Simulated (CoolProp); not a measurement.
Vapour-liquid equilibrium of benzene (1) + ethylbenzene (2) at 0.503 MPa; x and y are mole fractions of (1).

Model: multi-fluid Helmholtz-energy mixture model, Thol 2012 and Zhou 2012; pair parameters Bell 2016, in CoolProp.

Q: Give the bubble temperature and the first vapour's composition at x = 0.65, 0.8, 0.95. Is there an azeotrope?

A: x = 0.65: 433.3 K, y = 0.863; x = 0.8: 425.2 K, y = 0.937; x = 0.95: 418.2 K, y = 0.987. No azeotrope shows between x = 0.05 and 0.95.

Pair parameters are fitted to limited data, so mixtures are less certain than the pure fluids.
